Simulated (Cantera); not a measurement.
Catalytic combustion on Pt

An isothermal plug-flow reactor at 975 K and 180000 Pa (inlet), inlet velocity 0.72 m/s, active area per volume 540 1/m; feed 3.30 % CO, 10.0 % O2, 81.4 % N2, 5.26 % H2O, equivalence ratio 0.16.

Detailed kinetics in Cantera: Deutschmann's 1995 Pt surface mechanism with GRI-Mech 3.0 gas chemistry. Catalytic surfaces can have several steady states; this one follows from the mechanism file's or the stated starting coverage. Mass transfer to the wall is taken as infinitely fast.

```
z (m)        x CO    x O2   x H2O   x CO2  θ free Pt    θ O*    θ OH*     θ CO*
-------  --------  ------  ------  ------  ---------  ------  -------  --------
7.1e-05    0.0175  0.0929  0.0530  0.0157      0.482  0.0270  0.00174     0.489
0.00013   0.00318  0.0864  0.0534  0.0303      0.205   0.787  0.00613   0.00197
0.00023   0.00139  0.0855  0.0534  0.0321      0.166   0.827  0.00567  0.000543
0.0004   0.000458  0.0851  0.0534  0.0331      0.155   0.839  0.00551  0.000153
0.00071   7.14e-5  0.0849  0.0535  0.0335      0.151   0.843  0.00546   2.26e-5
0.0013    2.26e-6  0.0849  0.0535  0.0335      0.151   0.844  0.00545   7.08e-7
0.0023    6.55e-9  0.0849  0.0535  0.0335      0.151   0.844  0.00545   2.06e-9
0.004      <1e-12  0.0849  0.0535  0.0335      0.151   0.844  0.00545    <1e-12
0.0071     <1e-12  0.0849  0.0535  0.0335      0.151   0.844  0.00545    <1e-12
```
x: gas mole fraction; θ: surface coverage.
